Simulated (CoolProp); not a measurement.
Vapour-liquid equilibrium of propylene (1) + R134a (2) at 4.75 bar; x and y are mole fractions of (1).

The numbers come from the multi-fluid Helmholtz-energy mixture model, Lemmon 2013 and Tillner-Roth 1994; pair parameters Bell 2016 in CoolProp.

| x | bubble temperature, mixture model (K) | bubble temperature, Raoult's law (K) | y, mixture model | y, Raoult's law |
|---|---|---|---|---|
| 0.05 | (withheld) | 286.0 | (withheld) | 0.089 |
| 0.2 | 273.9 | 282.3 | 0.450 | 0.321 |
| 0.35 | 269.4 | 278.9 | 0.587 | 0.509 |
| 0.5 | (withheld) | 275.7 | 0.667 | 0.663 |
| 0.65 | 265.7 | 272.7 | 0.732 | 0.788 |
| 0.8 | 265.1 | 269.9 | 0.808 | 0.891 |
| 0.95 | 265.7 | 267.2 | 0.933 | 0.975 |

Q: What belongs in the gaps?

A: 
- 0.05, bubble temperature, mixture model (K): 282.9
- 0.05, y, mixture model: 0.161
- 0.5, bubble temperature, mixture model (K): 267.0

The largest gap from Raoult's law is -9.5 K in bubble temperature, at x = 0.35. y crosses x between x = 0.8 and 0.95: the model has an azeotrope there.

Pair parameters are fitted to limited data, so mixtures are less certain than the pure fluids.
